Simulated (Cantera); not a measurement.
Feed: 1 mol Mg(OH)2, 0.096 mol C, 5.9 mol CO2, at 1575 °C and 0.100 bar.

Method: chemical equilibrium by Gibbs-energy minimisation in Cantera with the NASA 1993 tables (ideal gas, pure condensed phases). Candidate condensed phases: C, C6H6, C7H8, C8H18, H2O, Mg, MgCO3, MgO, Mg(OH)2; 116 gas species. Kinetics and transport are ignored.

Base state: CO2 0.828, H2O 0.141, CO 0.0283, H2 0.00121, O2 0.000953, OH 0.000502, H 5.83e-5, O 1.85e-5 (mole fractions); condensed: MgO(s).

What changes in the equilibrium state with this change: pressure from 0.100 bar to 0.00133 bar?


| species | before | after |
|---|---|---|
| CO2 | 0.828 | 0.784 |
| H2O | 0.141 | 0.136 |
| CO | 0.0283 | 0.0574 |
| O2 | 0.000953 | 0.0156 |
| Mg | 1.23e-7 | 1.98e-5 |
| O | 1.85e-5 | 0.000649 |
| H | 5.83e-5 | 0.000725 |
| OH | 0.000502 | 0.00292 |
| H2 | 0.00121 | 0.00249 |
| MgO(s), mol | 1.000 | 1.000 |

What changes in the equilibrium state with this change: 0.15 mol CH4 added?


```tsv
species	before	after
CO2	0.828	0.725
H2O	0.141	0.169
CO	0.0283	0.101
O2	0.000953	5.79e-5
H2	0.00121	0.00584
O	1.85e-5	4.56e-6
H	5.83e-5	0.000128
OH	0.000502	0.000272
MgO(s), mol	1.000	1.000
```
